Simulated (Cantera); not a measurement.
Stirred combustor or abatement burner

A perfectly stirred reactor is fed with 2.92 % C2H6, 19.2 % O2, 72.3 % N2, 5.54 % H2O, equivalence ratio 0.53, at 4.93 atm; it is adiabatic with a 773 K inlet, and is followed from long to short residence time, starting on the burning branch (τ in s: 0.079, 0.039, 0.019, 0.0094, 0.0046, 0.0023, 0.0011, 0.00056, 0.00027, 0.00013, 6.6e-05, 3.3e-05).

Cantera simulation using GRI-Mech 3.0 (53 species, 325 reactions); the numbers are that mechanism's predictions, not measurements.

```json
[
 {"τ (s)": "0.079", "T (K)": "1874", "x C2H6": "4.17e-7", "x O2": "0.0889", "x H2O": "0.140", "x C2H4": "1.44e-6", "x H": "2.46e-6", "x H2": "3.39e-5", "x CH2O": "1.84e-7"},
 {"τ (s)": "0.039", "T (K)": "1873", "x C2H6": "7.76e-7", "x O2": "0.0889", "x H2O": "0.140", "x C2H4": "2.64e-6", "x H": "3.53e-6", "x H2": "4.39e-5", "x CH2O": "3.24e-7"},
 {"τ (s)": "0.019", "T (K)": "1872", "x C2H6": "1.41e-6", "x O2": "0.0890", "x H2O": "0.140", "x C2H4": "4.72e-6", "x H": "5.74e-6", "x H2": "6.15e-5", "x CH2O": "5.51e-7"},
 {"τ (s)": "0.0094", "T (K)": "1869", "x C2H6": "2.44e-6", "x O2": "0.0890", "x H2O": "0.140", "x C2H4": "7.97e-6", "x H": "1.00e-5", "x H2": "9.03e-5", "x CH2O": "9.04e-7"},
 {"τ (s)": "0.0046", "T (K)": "1865", "x C2H6": "4.16e-6", "x O2": "0.0891", "x H2O": "0.140", "x C2H4": "1.31e-5", "x H": "1.85e-5", "x H2": "0.000137", "x CH2O": "1.49e-6"},
 {"τ (s)": "0.0023", "T (K)": "1859", "x C2H6": "6.90e-6", "x O2": "0.0893", "x H2O": "0.139", "x C2H4": "2.04e-5", "x H": "3.41e-5", "x H2": "0.000208", "x CH2O": "2.48e-6"},
 {"τ (s)": "0.0011", "T (K)": "1849", "x C2H6": "1.18e-5", "x O2": "0.0896", "x H2O": "0.139", "x C2H4": "3.18e-5", "x H": "6.52e-5", "x H2": "0.000324", "x CH2O": "4.42e-6"},
 {"τ (s)": "0.00056", "T (K)": "1835", "x C2H6": "1.94e-5", "x O2": "0.0901", "x H2O": "0.138", "x C2H4": "4.66e-5", "x H": "0.000116", "x H2": "0.000482", "x CH2O": "7.85e-6"},
 {"τ (s)": "0.00027", "T (K)": "1813", "x C2H6": "3.42e-5", "x O2": "0.0912", "x H2O": "0.138", "x C2H4": "6.98e-5", "x H": "0.000205", "x H2": "0.000729", "x CH2O": "1.53e-5"},
 {"τ (s)": "0.00013", "T (K)": "1776", "x C2H6": "6.52e-5", "x O2": "0.0933", "x H2O": "0.136", "x C2H4": "0.000108", "x H": "0.000335", "x H2": "0.00109", "x CH2O": "3.21e-5"},
 {"τ (s)": "6.6e-5", "T (K)": "1712", "x C2H6": "0.000148", "x O2": "0.0978", "x H2O": "0.135", "x C2H4": "0.000201", "x H": "0.000447", "x H2": "0.00162", "x CH2O": "7.50e-5"},
 {"τ (s)": "3.3e-5", "T (K)": "773", "x C2H6": "0.0292", "x O2": "0.192", "x H2O": "0.0554", "x C2H4": "<1e-12", "x H": "<1e-12", "x H2": "<1e-12", "x CH2O": "<1e-12"}
]
```
x: mole fraction; the columns are a selection and need not sum to one.
